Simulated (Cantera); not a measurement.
Input (Python, Cantera) and output of one run.

```python
import numpy as np
import cantera as ct

gas_names = [...]  # 109 gases of nasa_gas.yaml made of C, Cl, H, Si
cond_names = """
    C(gr) C6H6(L) C7H8(L) C8H18(L),n-octa Si(cr) Si(L) SiC(b)
""".split()


# ... load() reads the species with a 1 bar reference pressure and builds the phases ...
atoms = {
    'SiCl4': {'Si': 1, 'CL': 4},
    'CH4': {'C': 1, 'H': 4},
    'H2': {'H': 2},
}
top_T = {'C(gr)': 4500, 'SiC(b)': 3050}  # K; cautious upper limits of use, not melting points


# ... equilibrate(T, P, feed) seeds the gas with the atoms and calls Mixture.equilibrate('TP', solver="vcs", rtol=1e-11, max_steps=5000) ...
results = []
feed = {'SiCl4': 1, 'CH4': 0.26, 'H2': 350}  # mol
P = 3800  # Pa
for T in [1700, 1775, 1850, 1925, 2000, 2075, 2150, 2225]:
    mix = equilibrate(T, P, feed)
    results.append((T, P, feed, dict(zip(mix.species_names, mix.species_moles))))

top = {s: max(r[3][s] / sum(r[3][g] for g in gas_names) for r in results) for s in gas_names}
cols = sorted((s for s in top if top[s] > 0.001), key=lambda s: -top[s])[:8]
seen = [c for c in cond_names if any(r[3].get(c, 0) > 1e-12 for r in results)]
print("log10 of partial pressures in bar; condensed amounts in mol")
print(f"{'T/K':>10s}" + "".join(f"{s[:9]:>10s}" for s in cols + seen))
for T, P, feed, n in results:
    ng = sum(n[g] for g in gas_names)
    print(f"{T:10.4g}" + "".join(f"{np.log10(max(n[s] / ng * P / 1e5, 1e-99)):10.3f}" for s in cols)
          + "".join(f"{n.get(c, 0):10.4g}" for c in seen))
```

It prints:

```
log10 of partial pressures in bar; condensed amounts in mol
       T/K        H2         H       HCL        Si     Si(L)    SiC(b)
      1700    -1.425    -4.544    -3.398    -6.168    0.5829    0.2597
      1775    -1.426    -4.251    -3.396    -5.659    0.5731    0.2595
      1850    -1.426    -3.982    -3.394    -5.191    0.5274    0.2587
      1925    -1.427    -3.733    -3.394    -4.759    0.4016    0.2559
      2000    -1.429    -3.503    -3.395    -4.361    0.1009    0.2468
      2075    -1.432    -3.290    -3.388    -4.229         0    0.2247
      2150    -1.436    -3.093    -3.386    -4.143         0    0.1067
      2225    -1.441    -2.909    -3.390    -4.066         0         0
```

These are equilibrium values from Cantera (NASA tables, ideal gas, pure condensed phases), not measurements of a reactor. Mutual solubility and eutectic melting of coexisting phases are not modelled. The tables' values for SiCl are old estimates; treat these amounts as uncertain. Gases not in the tables: Si2H6 and higher silanes.
